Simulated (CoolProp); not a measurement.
Model: reference Helmholtz-energy equation of state, Lemmon 2005, in CoolProp. It is a short technical equation, of lower accuracy than the large ones.

**Question.** For cis-2-butene, give the phase and the Z, cv (kJ/(kg K)), speed of sound (m/s), Joule-Thomson coefficient (K/MPa) at 465.2 K and 0.775 MPa; 316.4 K and 4.63 MPa.

**Answer.** 
- 465.2 K and 0.775 MPa: gas; Z 0.947, cv 1.95, speed of sound 260, Joule-Thomson coefficient 7.68
- 316.4 K and 4.63 MPa: liquid; Z 0.164, cv 1.57, speed of sound 926, Joule-Thomson coefficient -0.270
